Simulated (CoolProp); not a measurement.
Ethane along the isobar 28600 kPa: fugacity coefficient from the reference equation and from simpler models built on Tc = 32.2 °C, pc = 4872 kPa, ω = 0.099; each cubic takes its own stable root.

Model: reference Helmholtz-energy equation of state, Bücker 2006, in CoolProp.

| T (°C) | phase | reference | Redlich-Kwong | Peng-Robinson |
|---|---|---|---|---|
| -70.05 | liquid | [?] | 0.02387 | 0.01957 |
| -60.15 | liquid | 0.03033 | 0.03451 | 0.02820 |
| -50.25 | liquid | 0.04198 | 0.04775 | 0.03910 |
| -40.35 | liquid | 0.05614 | 0.06365 | 0.05241 |
| -30.35 | liquid | 0.07307 | 0.08237 | [?] |
| -20.45 | liquid | 0.09242 | 0.1034 | 0.08674 |
| -10.55 | liquid | [?] | 0.1268 | 0.1075 |
| -0.65 | liquid | 0.1384 | 0.1523 | [?] |
| 9.25 | liquid | 0.1648 | 0.1795 | 0.1559 |
| 19.15 | liquid | 0.1930 | [?] | 0.1830 |
| 29.15 | liquid | 0.2231 | 0.2385 | [?] |
| 39.05 | supercritical | 0.2543 | 0.2693 | [?] |
| 48.95 | supercritical | 0.2865 | 0.3007 | 0.2734 |
| 58.85 | supercritical | 0.3195 | 0.3324 | 0.3054 |
| 68.75 | supercritical | 0.3529 | 0.3641 | 0.3377 |
| 78.75 | supercritical | 0.3867 | [?] | 0.3706 |

### Question
What belongs in the gaps?

### Answer

- -70.05, reference: 0.02107
- -30.35, Peng-Robinson: 0.06840
- -10.55, reference: 0.1143
- -0.65, Peng-Robinson: 0.1306
- 19.15, Redlich-Kwong: 0.2083
- 29.15, Peng-Robinson: 0.2121
- 39.05, Peng-Robinson: 0.2423
- 78.75, Redlich-Kwong: 0.3959
